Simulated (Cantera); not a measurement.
Input: 1 mol CS₂, 0.1 mol H₂, 4.9 mol O₂, at 1825 K.

Cantera equilibrium calculation (NASA polynomials, part measured and part estimated; ideal gas, pure solids and liquids). Candidate condensed phases: C, C₆H₆, C₇H₈, C₈H₁₈, H₂O, H₂SO₄, S; 123 gas species. The ideal-gas law is rough above about 30 bar. Kinetics and transport are ignored.

x: gas mole fraction; nothing condenses.

```
P (Pa)    x SO₂   x O₂  x CO₂       x SO₃   x H₂O         x O        x CO
--------  -----  -----  -----  ----------  ------  ----------  ----------
10        0.398  0.369  0.191     2.33e-5  0.0175     0.00934     0.00837
120       0.402  0.372  0.199     8.19e-5  0.0189     0.00271     0.00250
1400      0.403  0.373  0.201    0.000281  0.0196    0.000793    0.000739
17000     0.403  0.373  0.202  (withheld)  0.0199  (withheld)  (withheld)
210000    0.401  0.373  0.202  (withheld)  0.0201  (withheld)  (withheld)
2500000   0.395  0.370  0.203      0.0116  0.0202     1.87e-5     1.77e-5
30000000  0.374  0.362  0.206      0.0376  0.0205     5.34e-6     5.25e-6
```

Task: What belongs in the gaps?

Result: 
- 17000, x SO₃: 0.000979
- 17000, x O: 0.000228
- 17000, x CO: 0.000213
- 210000, x SO₃: 0.00342
- 210000, x O: 6.47e-5
- 210000, x CO: 6.07e-5
